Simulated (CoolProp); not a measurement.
Tetrahydrofuran at several states: density (kg/m³) from the reference equation and from simpler models built on Tc = 540.2 K, pc = 5.304 MPa, ω = 0.234; each cubic takes its own stable root.

Model: reference Helmholtz-energy equation of state, Fiedler 2023, in CoolProp.

```
T (K)  p (MPa)   phase  reference
-----  -------  ------  ---------
530       22.7  liquid      648.1
360.1   0.0609     gas      1.487
328.2   0.0236     gas     0.6280
210.2    0.634  liquid      976.1
498.7     7.31  liquid      627.1
```

**Question.** How far does each simpler model (van der Waals, Redlich-Kwong, Soave-Redlich-Kwong) lie from the reference over these 5 states: mean and median of the absolute difference, and the worst?

**Answer.** 
- van der Waals: mean 20.6 %, median 28.3 %, worst -39.4 % at 210.2 K and 0.634 MPa
- Redlich-Kwong: mean 6.5 %, median 8.1 %, worst -14.5 % at 498.7 K and 7.31 MPa
- Soave-Redlich-Kwong: mean 5.7 %, median 7.7 %, worst -12.0 % at 498.7 K and 7.31 MPa
